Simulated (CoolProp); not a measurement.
Vapour-liquid equilibrium of R22 (1) + R114 (2) at 293.5 K; x and y are mole fractions of (1).

The numbers come from the multi-fluid Helmholtz-energy mixture model, Kamei 1995 and Platzer 1990; pair parameters Bell 2016 in CoolProp. This equation is an older, rougher fit; its heat capacities, sound speeds and derivatives of the liquid may be far off and weren't checked against measurements.

Give the bubble pressure and the first vapour's composition at x = 0.25, 0.75, 0.95. Is there an azeotrope?

x = 0.25: 4.322 bar, y = 0.636; x = 0.75: 7.529 bar, y = 0.902; x = 0.95: 8.844 bar, y = 0.981. No azeotrope shows between x = 0.05 and 0.95.

Pair parameters are fitted to limited data, so mixtures are less certain than the pure fluids.
